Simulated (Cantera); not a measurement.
Charge: 1 mol n-butane, 2.7 mol H2O, 0.47 mol N2, at 50.0 Pa.

Cantera equilibrium calculation (NASA polynomials, part measured and part estimated; ideal gas, pure solids and liquids). Candidate condensed phases: C, C6H6, C7H8, C8H18, H2O; 136 gas species. The numbers say what is thermodynamically allowed, not how fast it happens. All values below are at 2350 °C.

Base state: H 0.667, CO 0.163, H2 0.126, N2 0.0244, C3 0.00614, HCN 0.00526, C2H2 (acetylene) 0.00222, CN 0.00191 (mole fractions); condensed: C(graphite).

Problem. What changes in the equilibrium state with this change: n-butane replaced by C2H4?

Solution. 
```
species            before    after
----------------  -------  -------
H                   0.667    0.612
CO                  0.163    0.179
H2                  0.126    0.105
O                   <1e-9   0.0399
OH                  <1e-9   0.0107
N2                 0.0244   0.0422
H2O                 <1e-9  0.00776
C3                0.00614    <1e-9
HCN               0.00526    <1e-9
C2H2 (acetylene)  0.00222    <1e-9
C(graphite), mol    0.704        0
```
